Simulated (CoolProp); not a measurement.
Octamethyltrisiloxane (MDM) along the isobar 0.842 MPa: density (kg/m³) from the reference equation and from simpler models built on Tc = 565.4 K, pc = 1.438 MPa, ω = 0.528; each cubic takes its own stable root.

Values from CoolProp's reference Helmholtz-energy equation of state, Thol 2017.

```tsv
T (K)	phase	reference	van der Waals	Redlich-Kwong	Soave-Redlich-Kwong	Peng-Robinson
336.6	liquid	777.6	452.6	(withheld)	704.3	792.7
370.6	liquid	741.7	434.6	631.6	676.7	(withheld)
404.7	liquid	703.5	414.2	595.8	644.0	727.5
438.8	liquid	662.0	390.4	(withheld)	604.4	683.9
472.8	liquid	614.8	(withheld)	505.2	555.0	628.7
506.9	liquid	556.3	68.70	(withheld)	488.3	553.0
540.9	gas	64.65	58.63	61.80	63.50	65.51
575	gas	53.39	52.05	53.49	53.15	54.55
```

Q: Some entries are withheld; supply them.

A: 
- 336.6, Redlich-Kwong: 663.2
- 370.6, Peng-Robinson: 763.1
- 438.8, Redlich-Kwong: 554.6
- 472.8, van der Waals: 360.9
- 506.9, Redlich-Kwong: 439.6

At some of these states van der Waals gives the other phase, because its saturation line lies elsewhere.
